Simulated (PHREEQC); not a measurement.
NaOH is added in steps, without added water, to 1 kg of water holding 4.4 mmol/kgw ZnCl2 and 53 mmol/kgw HCl, at 20 °C. Oxygen is held at 0.21 atm. No CO2 enters from the air. Only these solids could form: Zincite(c), Zn5(OH)8Cl2, Halite.

Base run: PHREEQC, ion-association model, wateq4f.dat. Each further column changes one thing. The table gives pH.

```csv
NaOH added (mol),base,Davies equation for every ion,Debye-Hückel limiting law,metal-ligand complexes left out
0,1.35,1.37,1.41,1.35
0.00475,1.39,1.41,1.45,1.39
0.0095,1.44,1.45,1.49,1.44
0.019,1.54,1.56,1.60,1.54
0.02375,1.61,1.63,1.66,1.61
0.0285,1.68,1.70,1.74,1.69
0.03325,1.78,1.80,1.83,1.78
0.04275,2.06,2.08,2.12,2.06
0.0475,2.33,2.35,2.39,2.33
0.05225,3.20,3.22,3.26,3.20
0.057,7.07,7.09,7.18,7.06
0.0665,11.74,11.75,11.71,11.74
0.07125,12.04,12.05,12.01,12.04
0.076,12.21,12.22,12.18,12.21
```
